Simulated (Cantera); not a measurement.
Charge: 1 mol CH3SiH3, 0.063 mol CH4, 320 mol H2, held at 10.0 mbar.

Method: chemical equilibrium by Gibbs-energy minimisation in Cantera with the NASA 1993 tables (ideal gas, pure condensed phases). Candidate condensed phases: C, C6H6, C7H8, C8H18, Si, SiC; 87 gas species. The feed counts by its element totals alone. Kinetics and transport are ignored.

Question: Which condensed phases are stable at each of these points (T (°C)): 1277, 1302, 1327, 1352, 1377, 1402, 1427, 1452, 1477, 1502, 1527, 1552, 1577?

Answer: 
```tsv
T (°C)	condensed phases	Si condensed (%)
1277	C(graphite) + SiC(s)	100.0
1302	C(graphite) + SiC(s)	100.0
1327	C(graphite) + SiC(s)	100.0
1352	C(graphite) + SiC(s)	100.0
1377	C(graphite) + SiC(s)	100.0
1402	C(graphite) + SiC(s)	100.0
1427	C(graphite) + SiC(s)	100.0
1452	C(graphite) + SiC(s)	99.9
1477	SiC(s)	99.9
1502	SiC(s)	99.8
1527	SiC(s)	99.6
1552	SiC(s)	99.3
1577	SiC(s)	98.9
```

From 1277 °C to 1452 °C the condensed part is C(graphite) + SiC(s). From 1477 °C to 1577 °C the condensed part is SiC(s).
